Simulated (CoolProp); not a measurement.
A single-stage vapour-compression cycle with R1336mzz(Z): evaporating at 301.15 K (dew point), condensing at 337.15 K (bubble point), superheat 5 K, subcooling 5 K, compressor efficiency 0.7, no pressure losses. Each further row changes one setting.

Values from CoolProp's reference Helmholtz-energy equation of state, McLinden 2020.

```csv
case,cooling COP,pressure ratio,discharge temperature (K),refrigerating effect (kJ/kg),volumetric capacity (kJ/m³)
as stated,(withheld),3.34,339.6,132,736
evaporating temperature 306.15 K,(withheld),2.76,339.7,136,905
condensing temperature 332.15 K,(withheld),(withheld),(withheld),139,772
subcooling 10 K,(withheld),3.34,339.6,139,772
superheat 15 K,5.26,3.34,(withheld),141,757
compressor efficiency 0.6,4.41,3.34,344.0,132,736
```

Complete the blanks.


- as stated, cooling COP: 5.14
- evaporating temperature 306.15 K, cooling COP: 6.23
- condensing temperature 332.15 K, cooling COP: 6.15
- condensing temperature 332.15 K, pressure ratio: 2.87
- condensing temperature 332.15 K, discharge temperature (K): 335.4
- subcooling 10 K, cooling COP: 5.39
- superheat 15 K, discharge temperature (K): 349.8
